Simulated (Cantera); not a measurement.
Feed: 1 mol MgF₂, 1 mol H₂, 250 mol N₂, equilibrated at 1002 °C and 4.70 mbar.

Equilibrium computed with Cantera from the NASA thermochemical tables; the gas is ideal and each condensed phase is pure. Candidate condensed phases: Mg, MgF₂; 28 gas species. Rates play no part.

Base state: N₂ 0.996, H₂ 0.00393, HF 0.000111, MgF₂ 5.94e-5, Mg 5.38e-5 (mole fractions); condensed: MgF₂(s).

Task: What changes in the equilibrium state with this change: temperature from 1002 °C to 1725 °C?

Result: 
| species | before | after |
|---|---|---|
| N₂ | 0.996 | 0.989 |
| HF | 0.000111 | 0.00589 |
| Mg | 5.38e-5 | 0.00273 |
| H₂ | 0.00393 | 0.000699 |
| H | 6.74e-7 | 0.000618 |
| MgF | 3.03e-6 | 0.000446 |
| MgF₂(s), mol | 0.971 | 0 |
